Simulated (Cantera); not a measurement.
An isothermal, constant-pressure homogeneous reactor starts with 1.56 % C2H6, 98.2 % H2, 0.234 % H2O, at 1223 K and 18.8 Torr.

Computed with Cantera and GRI-Mech 3.0 (53 species, 325 reactions). GRI-Mech 3.0 stops at C3 and has no aromatics, soot or wall deposition, so with more carbon than oxygen in the feed, carbon stays in small species such as C2H2 where larger ones or solid carbon would form. Radical loss at walls, strong at low pressure, is not modelled.

Predict: x(C2H6) at 6.00 s; x(H2) at 6.00 s; x(C2H2) at 6.00 s; x(C2H4) at 6.00 s; x(H) at 6.00 s.


```
Quantity                                              Value
-----------------  ----------------------------------------
x(C2H6) at 6.00 s   1.07e-5 (gas-phase equilibrium 6.19e-7)
x(H2) at 6.00 s         0.978 (gas-phase equilibrium 0.970)
x(C2H2) at 6.00 s   0.00625 (gas-phase equilibrium 0.00107)
x(C2H4) at 6.00 s  0.00422 (gas-phase equilibrium 0.000220)
x(H) at 6.00 s      6.27e-6 (gas-phase equilibrium 1.89e-6)
```
